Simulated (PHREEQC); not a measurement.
Brine (model solution)

A solution holds 1.7 mol MgCl2 and 0.58 mol MgSO4 per kg of water, at 20 °C. Closed to the air; pH follows from the charge balance.

Equilibrium calculation in PHREEQC: Pitzer model, pitzer.dat.

| Item | Value |
|---|---|
| ionic strength | 7.42 mol/kgw |
| activity of water | 0.844 |
| density | 1.176 g/cm³ |
| osmotic coefficient | 1.505 |

| species | molality | activity | log γ |
|---|---|---|---|
| Cl- | 3.40 | 2.17 | -0.195 |
| Mg+2 | 2.28 | 7.09 | 0.493 |
| SO4-2 | 0.580 | 0.00290 | -2.301 |
| MgOH+ | 1.65e-6 | 1.64e-6 | -0.004 |
| HSO4- | 9.16e-7 | 8.78e-7 | -0.019 |
| H+ | 7.68e-7 | 3.64e-6 | 0.676 |
| OH- | 3.13e-8 | 1.59e-9 | -1.295 |

Precipitation was switched off in this run.
